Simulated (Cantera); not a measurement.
**TiCl₄ + CH₄ (titanium nitride, carbide and oxide coatings)**

Input: 1 mol TiCl₄, 1.1 mol CH₄, held at 1025 K.

Cantera equilibrium calculation (NASA polynomials, part measured and part estimated; ideal gas, pure solids and liquids). Candidate condensed phases: C, C₆H₆, C₇H₈, C₈H₁₈, Ti, TiC, TiCl₂, TiCl₃, TiCl₄; 96 gas species. TiC: taken at fixed stoichiometry. Kinetics and transport are ignored.

From 10.0 Pa to 1.00 bar the condensed part is C(graphite) + TiC(s). The main Ti-bearing gas is TiCl₄ throughout. The share of Ti in condensed phases is highest at 10.0 Pa (44.8 %) and lowest at 1.00 bar (6.4 %).

```json
[
 {"P (Pa)": "10", "x H₂": "0.332", "x HCl": "0.519", "x TiCl₄": "0.112", "x TiCl₃": "0.0367", "x CH₄": "8.12e-7", "n C(graphite)": "0.652", "n TiC(s)": "0.448"},
 {"P (Pa)": "37", "x H₂": "0.391", "x HCl": "0.433", "x TiCl₄": "0.144", "x TiCl₃": "0.0320", "x CH₄": "4.16e-6", "n C(graphite)": "0.737", "n TiC(s)": "0.363"},
 {"P (Pa)": "140", "x H₂": "0.448", "x HCl": "0.349", "x TiCl₄": "0.176", "x TiCl₃": "0.0266", "x CH₄": "2.07e-5", "n C(graphite)": "0.815", "n TiC(s)": "0.285"},
 {"P (Pa)": "520", "x H₂": "0.499", "x HCl": "0.275", "x TiCl₄": "0.204", "x TiCl₃": "0.0215", "x CH₄": "9.50e-5", "n C(graphite)": "0.880", "n TiC(s)": "0.219"},
 {"P (Pa)": "1900", "x H₂": "0.541", "x HCl": "0.213", "x TiCl₄": "0.229", "x TiCl₃": "0.0169", "x CH₄": "0.000408", "n C(graphite)": "0.932", "n TiC(s)": "0.167"},
 {"P (Pa)": "7200", "x H₂": "0.575", "x HCl": "0.161", "x TiCl₄": "0.249", "x TiCl₃": "0.0129", "x CH₄": "0.00175", "n C(graphite)": "0.970", "n TiC(s)": "0.124"},
 {"P (Pa)": "27000", "x H₂": "0.596", "x HCl": "0.120", "x TiCl₄": "0.267", "x TiCl₃": "0.00978", "x CH₄": "0.00705", "n C(graphite)": "0.986", "n TiC(s)": "0.0904"},
 {"P (Pa)": "100000", "x H₂": "0.593", "x HCl": "0.0877", "x TiCl₄": "0.286", "x TiCl₃": "0.00741", "x CH₄": "0.0259", "n C(graphite)": "0.953", "n TiC(s)": "0.0641"}
]
```
x: gas mole fraction; n: condensed amount in mol.
